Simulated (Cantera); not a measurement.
A closed system holds: 1 mol HBr, 0.91 mol H2, held at 3025 K and 1 atm.

Equilibrium computed with Cantera from the NASA thermochemical tables; the gas is ideal and each condensed phase is pure. Candidate condensed phases: Br2; 5 gas species. Kinetics and transport are ignored.

Base state: H2 0.458, Br 0.252, HBr 0.176, H 0.115, Br2 0.000200 (mole fractions); condensed: gas only.

**Question.** What changes in the equilibrium state with this change: temperature from 3025 K to 3398 K?

**Answer.** 
| species | before | after |
|---|---|---|
| H2 | 0.458 | 0.350 |
| Br | 0.252 | 0.289 |
| H | 0.115 | 0.274 |
| HBr | 0.176 | 0.0876 |
| Br2 | 0.000200 | 0.000106 |
